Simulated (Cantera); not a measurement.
An isothermal, constant-pressure homogeneous reactor starts with H₂ : O₂ = 0.026 : 1 (molar parts), at 1400 K and 0.0148 atm.

Detailed kinetics in Cantera: the H2/O2 subset of GRI-Mech 3.0, which has no nitrogen chemistry. Radical loss at walls, strong at low pressure, is not modelled.

x: mole fraction; the columns are a selection and need not sum to one.

```csv
t (s),x H₂,x O₂,x H,x OH,x O,x H₂O₂,x H₂O
4.00e-6,0.0253,0.975,2.33e-9,2.71e-10,2.72e-10,<1e-12,4.28e-12
9.72e-6,0.0253,0.975,4.93e-9,?,1.45e-9,<1e-12,5.63e-11
2.36e-5,0.0253,0.975,9.14e-9,?,6.88e-9,1.89e-12,6.74e-10
5.74e-5,0.0253,0.975,1.58e-8,?,2.85e-8,1.11e-11,6.97e-9
0.000139,0.0253,0.975,3.63e-8,?,1.21e-7,6.35e-11,6.65e-8
0.000339,0.0253,0.975,2.00e-7,?,8.82e-7,3.52e-10,8.63e-7
0.000823,0.0253,0.975,9.57e-6,?,4.46e-5,1.80e-9,5.37e-5
0.00200,0.00219,0.954,0.00235,?,0.0169,5.87e-8,0.0194
0.00486,0.000234,0.952,0.00163,0.00318,0.0203,2.94e-8,0.0227
0.0118,0.000222,0.953,0.00151,0.00310,0.0193,2.90e-8,0.0228
0.0287,0.000198,0.955,0.00125,0.00293,0.0170,2.82e-8,0.0231
0.0697,0.000152,0.960,0.000830,?,0.0129,2.62e-8,0.0236
0.169,8.85e-5,0.966,0.000359,?,0.00733,2.17e-8,0.0243
0.412,3.47e-5,0.971,8.60e-5,?,0.00281,1.46e-8,0.0249
1.00,9.54e-6,0.973,1.23e-5,?,0.000765,7.56e-9,0.0253
```

Question: Fill in the missing entries.

Answer: 
- 9.72e-6, x OH: 1.43e-9
- 2.36e-5, x OH: 6.70e-9
- 5.74e-5, x OH: 2.68e-8
- 0.000139, x OH: 1.07e-7
- 0.000339, x OH: 7.44e-7
- 0.000823, x OH: 3.71e-5
- 0.00200, x OH: 0.00509
- 0.0697, x OH: 0.00258
- 0.169, x OH: 0.00197
- 0.412, x OH: 0.00124
- 1.00, x OH: 0.000650
